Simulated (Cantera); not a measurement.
A perfectly stirred reactor is fed with CH₃OH : O₂ : N₂ = 0.021 : 0.047 : 1 (molar parts), at 600000 Pa; it is held at 1025 K, and followed from long to short residence time.

Cantera simulation using GRI-Mech 3.0 (53 species, 325 reactions); the numbers are that mechanism's predictions, not measurements. GRI-Mech 3.0 was tuned for natural gas; its chemistry of methanol as a main component is partial and can be far from experiment. The temperature is held fixed by assumption; the heat of reaction is taken as removed at once.

Problem. Predict: x(CH₃OH) at τ = 2.50 s; x(O₂) at τ = 2.50 s; x(CH₃OH) at τ = 0.110 s; x(O₂) at τ = 0.110 s; x(HCO) at τ = 0.110 s.

Solution. 
```json
{
  "x(CH₃OH) at τ = 2.50 s": "0.000173",
  "x(O₂) at τ = 2.50 s": "0.0161",
  "x(CH₃OH) at τ = 0.110 s": "0.00131",
  "x(O₂) at τ = 0.110 s": "0.0228",
  "x(HCO) at τ = 0.110 s": "7.47e-9"
}
```
